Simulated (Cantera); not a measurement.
# Stirred combustor or abatement burner

A perfectly stirred reactor is fed with 11.3 % CH4, 20.6 % O2, 68.0 % N2, equivalence ratio 1.1, at 188 Torr; it is adiabatic with a 750 K inlet, and is followed from long to short residence time, starting on the burning branch (τ in s: 0.2, 0.087, 0.038, 0.016, 0.0071, 0.0031, 0.0013, 0.00057, 0.00025, 0.00011, 4.6e-05, 2e-05).

Cantera simulation using GRI-Mech 3.0 (53 species, 325 reactions); the numbers are that mechanism's predictions, not measurements.

```
τ (s)    T (K)     x CH4     x O2   x H2O    x HCO     x CH3    x C2H4
-------  -----  --------  -------  ------  -------  --------  --------
0.20      2442   1.52e-6  0.00829   0.189  5.49e-8   1.12e-6  1.82e-11
0.087     2431   3.32e-6  0.00886   0.188  1.13e-7   2.41e-6  8.19e-11
0.038     2410   6.95e-6  0.00990   0.186  2.42e-7   4.91e-6  3.24e-10
0.016     2370   1.44e-5   0.0116   0.183  5.44e-7   9.72e-6   1.17e-9
0.0071    2317   2.84e-5   0.0136   0.178  1.16e-6   1.79e-5   3.63e-9
0.0031    2256   5.79e-5   0.0158   0.174  2.50e-6   3.41e-5   1.20e-8
0.0013    2198  0.000129   0.0180   0.169  5.69e-6   7.06e-5   4.81e-8
0.00057   2153  0.000291   0.0205   0.167  1.26e-5  0.000151   2.17e-7
0.00025   2109  0.000719   0.0247   0.165  2.90e-5  0.000355   1.25e-6
0.00011   2033   0.00229   0.0359   0.161  7.07e-5   0.00104   1.30e-5
4.6e-5     750     0.113    0.206  <1e-12   <1e-12    <1e-12    <1e-12
2.0e-5     750     0.113    0.206  <1e-12   <1e-12    <1e-12    <1e-12
```
x: mole fraction; the columns are a selection and need not sum to one.
